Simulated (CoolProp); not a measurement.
n-perfluorohexane along the isobar 0.101 MPa: density (kg/m³) from the reference equation and from simpler models built on Tc = 448.0 K, pc = 1.742 MPa, ω = 0.497; each cubic takes its own stable root.

Computed with CoolProp (reference Helmholtz-energy equation of state, Gao 2022).

| T (K) | phase | reference | Soave-Redlich-Kwong | Peng-Robinson |
|---|---|---|---|---|
| 310.4 | liquid | 1640 | 1422 | 1607 |
| 350.3 | gas | 12.34 | 12.32 | 12.35 |
| 370.2 | gas | 11.57 | 11.55 | 11.59 |
| 390.2 | gas | 10.89 | 10.89 | 10.91 |
| 410.1 | gas | 10.31 | 10.30 | 10.33 |
| 430.1 | gas | 9.781 | 9.776 | 9.799 |
| 450 | gas | 9.314 | 9.308 | 9.329 |
